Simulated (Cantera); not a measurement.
Input: 1 mol Pb, 2.9 mol H2, 0.32 mol N2, equilibrated at 1450 K and 24.0 mbar.

Cantera equilibrium calculation (NASA polynomials, part measured and part estimated; ideal gas, pure solids and liquids). Candidate condensed phases: Pb; 11 gas species. Equilibrium is a limit: real reactors are often held back by kinetics, nucleation or transport.

Base state: H2 0.687, Pb 0.237, N2 0.0758, H 5.06e-5, Pb2 2.72e-5 (mole fractions); condensed: gas only.

What changes in the equilibrium state with this change: temperature from 1450 K to 848 K?


```tsv
species	before	after
H2	0.687	0.901
N2	0.0758	0.0994
Pb	0.237	1.25e-5
H	5.06e-5	<1e-9
Pb2	2.72e-5	<1e-9
NH3	2.72e-7	1.22e-5
Pb(l), mol	0	1.000
```
